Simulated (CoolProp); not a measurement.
Vapour-liquid equilibrium of diethyl ether (1) + ethanol (2) at 137.05 °C; x and y are mole fractions of (1).

Values from CoolProp's multi-fluid Helmholtz-energy mixture model, Thol 2014 and Schroeder 2014; pair parameters Bell 2016.

Give the bubble pressure and the first vapour's composition at x = 0.35, 0.425, 0.65. Is there an azeotrope?

x = 0.35: 1.120 MPa, y = 0.534; x = 0.425: 1.178 MPa, y = 0.590; x = 0.65: 1.310 MPa, y = 0.734. No azeotrope shows between x = 0.05 and 0.95.

Pair parameters are fitted to limited data, so mixtures are less certain than the pure fluids.
